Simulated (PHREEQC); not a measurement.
Make-up at 25 °C: 0.17 mol/kgw H2SO4. Closed to the air; pH follows from the charge balance.

The numbers come from PHREEQC with the ion-association model, phreeqc.dat.

Q: The ionic strength comes out as 0.221 mol/kgw. What activity coefficients do SO4-2, H+, HSO4- get?

A: SO4-2 0.28, H+ 0.79, HSO4- 0.74.

Precipitation was switched off in this run. Species that the database lacks are ignored.
